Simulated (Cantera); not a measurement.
Charge: 1 mol Si(CH3)4, 0.078 mol HCl, 82 mol H2, 0.21 mol C3H8, equilibrated at 0.133 bar.

Cantera equilibrium calculation (NASA polynomials, part measured and part estimated; ideal gas, pure solids and liquids). Candidate condensed phases: C, C6H6, C7H8, C8H18, Si, SiC; 109 gas species. Rates play no part. All values below are at 1100 °C.

Base state: H2 0.998, HCl 0.000878, CH4 0.000669 (mole fractions); condensed: C(graphite) + SiC(s).

Problem. What changes in the equilibrium state with this change: Si(CH3)4 replaced by CH3SiCl3?

Solution. 
```tsv
species	before	after
H2	0.998	0.964
HCl	0.000878	0.0358
CH4	0.000669	0.000623
SiCl2	9.41e-9	1.62e-5
C(graphite), mol	3.57	0.578
SiC(s), mol	1.000	0.998
```
The feed counts by its element totals alone.
